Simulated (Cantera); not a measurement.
A Cantera script and its output.

```python
import numpy as np
import cantera as ct

gas = ct.Solution("gri30.yaml")
gas.TPX = 1775, 38000, {'CH4': 1, 'CO': 0.24, 'O2': 6.42, 'N2': 24.2}
reactor = ct.IdealGasConstPressureReactor(gas, energy="on", clone=False)
net = ct.ReactorNet([reactor])
net.rtol, net.atol = 1e-08, 1e-16
show = ['CH4', 'CO', 'O2', 'NO2', 'CH3', 'OH']
times = np.geomspace(2e-06, 5, 12)

steps = ct.SolutionArray(gas, extra=["t"])
rows = []
print(f"{'t/s':>10s}{'T/K':>9s}{'P/Pa':>11s}" + "".join(f"{s:>11s}" for s in show))
for t in times:
    while net.time < t:
        t_next = net.step()
        steps.append(gas.state, t=t_next)
    rows.append([np.interp(t, steps.t, y) for y in (steps.T, steps.P, *steps(*show).X.T)])
    print(f"{t:10.3e}{rows[-1][0]:9.1f}{rows[-1][1]:11.4g}" + "".join(f"{x:11.3e}" for x in rows[-1][2:]))
rate = np.gradient(steps.T, steps.t)
print("integrator steps:", len(steps.t))
if steps.T.max() > steps.T[0] + 200:
    print(f"time of steepest temperature rise: {steps.t[rate.argmax()]:.4e} s")
gas.TPX = 1775, 38000, {'CH4': 1, 'CO': 0.24, 'O2': 6.42, 'N2': 24.2}
gas.equilibrate("HP")
print(f"equilibrium (HP): T = {gas.T:.1f} K  " + "  ".join(f"{s} {gas[s].X[0]:.3e}" for s in show))
```

It prints:

```
       t/s      T/K       P/Pa        CH4         CO         O2        NO2        CH3         OH
 2.000e-06   1775.0    3.8e+04  3.139e-02  7.533e-03  2.015e-01  4.402e-20  1.383e-06  2.619e-07
 7.632e-06   1775.0    3.8e+04  3.138e-02  7.533e-03  2.015e-01  8.243e-18  7.892e-06  8.841e-07
 2.913e-05   1774.9    3.8e+04  3.134e-02  7.532e-03  2.015e-01  8.192e-16  4.046e-05  1.675e-06
 1.112e-04   1774.9    3.8e+04  3.101e-02  7.533e-03  2.013e-01  1.037e-13  2.607e-04  7.979e-06
 4.242e-04   2143.3    3.8e+04  1.128e-18  1.220e-02  1.287e-01  2.369e-09  3.299e-17  1.282e-02
 1.619e-03   2304.2    3.8e+04  2.987e-20  5.965e-03  1.302e-01  8.256e-08  6.904e-19  1.124e-02
 6.178e-03   2385.5    3.8e+04  1.973e-20  3.240e-03  1.315e-01  6.116e-07  3.055e-19  8.676e-03
 2.357e-02   2382.7    3.8e+04  1.850e-20  3.104e-03  1.301e-01  2.105e-06  2.793e-19  8.440e-03
 8.997e-02   2372.6    3.8e+04  1.645e-20  2.969e-03  1.271e-01  5.231e-06  2.414e-19  8.115e-03
 3.433e-01   2368.0    3.8e+04  1.557e-20  2.907e-03  1.257e-01  6.665e-06  2.254e-19  7.968e-03
 1.310e+00   2367.9    3.8e+04  1.556e-20  2.907e-03  1.257e-01  6.681e-06  2.252e-19  7.967e-03
 5.000e+00   2367.9    3.8e+04  1.556e-20  2.907e-03  1.257e-01  6.681e-06  2.252e-19  7.967e-03
integrator steps: 1630
time of steepest temperature rise: 3.1138e-04 s
equilibrium (HP): T = 2367.9 K  CH4 2.398e-20  CO 2.907e-03  O2 1.257e-01  NO2 6.681e-06  CH3 3.471e-19  OH 7.967e-03
```

Detailed kinetics in Cantera: GRI-Mech 3.0 (53 species, 325 reactions).
